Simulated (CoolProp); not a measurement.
Vapour-liquid equilibrium of dimethyl ether (1) + methanol (2) at 317.1 K; x and y are mole fractions of (1).

Computed with CoolProp (multi-fluid Helmholtz-energy mixture model, Wu 2011 and de Reuck 1993; pair parameters Bell 2016).

| x | bubble pressure (kPa) | y at the bubble point | dew pressure at overall composition x (kPa) | liquid density (mol/L) |
|---|---|---|---|---|
| 0.05 | 135.9 | 0.694 | 44.84 | 23.32 |
| 0.125 | 259.5 | 0.845 | 48.67 | 22.38 |
| 0.2 | 363.6 | 0.893 | 53.18 | 21.47 |
| 0.275 | 450.2 | 0.917 | 58.59 | 20.61 |
| 0.35 | 521.9 | 0.931 | 65.23 | 19.78 |
| 0.425 | 582.0 | 0.941 | 73.57 | 18.98 |
| 0.5 | 633.8 | 0.948 | 84.36 | 18.21 |
| 0.575 | 680.4 | 0.954 | 98.89 | 17.47 |
| 0.65 | 725.0 | 0.960 | 119.5 | 16.75 |
| 0.725 | 770.4 | 0.966 | 150.8 | 16.05 |
| 0.8 | 819.2 | 0.973 | 204.4 | 15.38 |
| 0.875 | 873.9 | 0.982 | 316.3 | 14.72 |
| 0.95 | 936.9 | 0.992 | 648.6 | 14.08 |

No azeotrope shows between x = 0.05 and 0.95.

The pair parameters rest on a limited set of measurements; away from them the model extrapolates. With so large a gap from Raoult's law the liquid may split in two, which this calculation doesn't test in full.
